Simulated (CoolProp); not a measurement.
Model: reference Helmholtz-energy equation of state, Wagner 2002, in CoolProp.

### Question
For water, give the phase and the density (kg/m³), isothermal compressibility (1/MPa), conductivity (mW/(m K)), Prandtl number at 654.1 K and 33.1 MPa.

### Answer
- 654.1 K and 33.1 MPa: supercritical; density 554, isothermal compressibility 0.0125, conductivity 437, Prandtl number 1.26

Viscosity comes from a separate model (Huber 2009). Thermal conductivity comes from a separate model (Huber 2012).
